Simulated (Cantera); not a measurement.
A closed system holds: 1 mol C3H6, 2.5 mol H2O, 20 mol N2, 0.24 mol O2, equilibrated at 1.20 bar.

Cantera equilibrium calculation (NASA polynomials, part measured and part estimated; ideal gas, pure solids and liquids). Candidate condensed phases: C, C6H6, C7H8, C8H18, H2O; 169 gas species. Ions and electrons are included (thermal ionisation). Rates play no part.

Problem. At 4000 K, list the 4 most abundant gas species with their mole fractions, and the condensed phases.

Solution. N2 0.607, H 0.267, CO 0.0904, H2 0.0336. Condensed: gas only.
